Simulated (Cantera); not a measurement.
Feed: 1 mol CaO, 3 mol F2, 1.2 mol N2, equilibrated at 1.20 Pa.

Cantera equilibrium calculation (NASA polynomials, part measured and part estimated; ideal gas, pure solids and liquids). Candidate condensed phases: Ca, CaF2, CaO; 22 gas species. The numbers say what is thermodynamically allowed, not how fast it happens. All values below are at 1848 K.

Base state: F 0.593, N2 0.177, CaF2 0.148, O2 0.0664, O 0.0141, NO 0.00130 (mole fractions); condensed: gas only.

What changes in the equilibrium state with this change: N2 from 1.2 to 79 mol?


| species | before | after |
|---|---|---|
| N2 | 0.177 | 0.933 |
| F | 0.593 | 0.0473 |
| CaF2 | 0.148 | 0.0118 |
| O2 | 0.0664 | 0.00385 |
| O | 0.0141 | 0.00339 |
| NO | 0.00130 | 0.000718 |
